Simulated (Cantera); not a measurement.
Feed: 1 mol Pb, 0.28 mol O2, 72 mol H2, 5.2 mol CO, held at 13.0 bar.

Method: chemical equilibrium by Gibbs-energy minimisation in Cantera with the NASA 1993 tables (ideal gas, pure condensed phases). Candidate condensed phases: C, C6H6, C7H8, C8H18, H2O, Pb, PbO, PbO2, Pb3O4; 113 gas species. Equilibrium is a limit: real reactors are often held back by kinetics, nucleation or transport.

x: gas mole fraction; n: condensed amount in mol.

```json
[
 {"T (K)": "950", "x H2": "0.837", "x H2O": "0.0856", "x CH4": "0.0773", "x CO": "0.000427", "x Pb": "3.87e-7", "x CO2": "7.82e-5", "x H": "1.41e-10", "n Pb(l)": "1.000"},
 {"T (K)": "1050", "x H2": "0.844", "x H2O": "0.0788", "x CH4": "0.0710", "x CO": "0.00529", "x Pb": "3.58e-6", "x CO2": "0.000582", "x H": "2.07e-9", "n Pb(l)": "1.000"},
 {"T (K)": "1150", "x H2": "0.869", "x H2O": "0.0565", "x CH4": "0.0498", "x CO": "0.0230", "x Pb": "2.23e-5", "x CO2": "0.00126", "x H": "1.93e-8", "n Pb(l)": "0.998"},
 {"T (K)": "1250", "x H2": "0.896", "x H2O": "0.0331", "x CH4": "0.0264", "x CO": "0.0434", "x Pb": "0.000103", "x CO2": "0.00102", "x H": "1.27e-7", "n Pb(l)": "0.992"},
 {"T (K)": "1350", "x H2": "0.911", "x H2O": "…", "x CH4": "…", "x CO": "…", "x Pb": "…", "x CO2": "…", "x H": "…", "n Pb(l)": "0.972"},
 {"T (K)": "1450", "x H2": "0.918", "x H2O": "…", "x CH4": "…", "x CO": "0.0622", "x Pb": "…", "x CO2": "…", "x H": "…", "n Pb(l)": "0.912"},
 {"T (K)": "1550", "x H2": "0.920", "x H2O": "0.00930", "x CH4": "0.00227", "x CO": "0.0650", "x Pb": "0.00301", "x CO2": "0.000235", "x H": "8.38e-6", "n Pb(l)": "0.768"},
 {"T (K)": "1650", "x H2": "0.918", "x H2O": "0.00796", "x CH4": "0.000925", "x CO": "0.0659", "x Pb": "0.00702", "x CO2": "0.000178", "x H": "2.41e-5", "n Pb(l)": "0.454"}
]
```

**Question.** Complete the blanks.

**Answer.** 
- 1450, x H2O: 0.0124
- 1450, x CH4: 0.00542
- 1450, x Pb: 0.00115
- 1450, x CO2: 0.000353
- 1450, x H: 2.51e-6
- 1350, x H2O: 0.0192
- 1350, x CH4: 0.0123
- 1350, x CO: 0.0560
- 1350, x Pb: 0.000376
- 1350, x CO2: 0.000600
- 1350, x H: 6.31e-7
